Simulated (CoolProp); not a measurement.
Vapour-liquid equilibrium of cyclohexane (1) + toluene (2) at 384.3 K; x and y are mole fractions of (1).

Computed with CoolProp (multi-fluid Helmholtz-energy mixture model, Zhou 2014 and Lemmon 2006; pair parameters Bell 2016).

Problem. Give the bubble pressure and the first vapour's composition at x = 0.15, 0.55, 0.95. Is there an azeotrope?

Solution. x = 0.15: 0.1296 MPa, y = 0.314; x = 0.55: 0.1853 MPa, y = 0.721; x = 0.95: 0.2278 MPa, y = 0.969. No azeotrope shows between x = 0.05 and 0.95.

Pair parameters are fitted to limited data, so mixtures are less certain than the pure fluids.
